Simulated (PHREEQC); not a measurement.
# Silver or lead bath

Make-up at 25 °C: 0.77 mmol/kgw Ag2SO4 and 1.2 mmol/kgw Cu(NO3)2. It is in equilibrium with CO2 at log p = 0 (atm). Otherwise closed; pH follows from the charge balance.

Computed with PHREEQC (ion-association model, wateq4f.dat).

No solid was allowed to form.

Question: Predict the pH.

Answer: pH 3.85.

Question: In which forms is S present?

Answer: SO4-2 87 %, CuSO4 10 %, AgSO4- 1.9 %, HSO4- 1.0 % of the S.
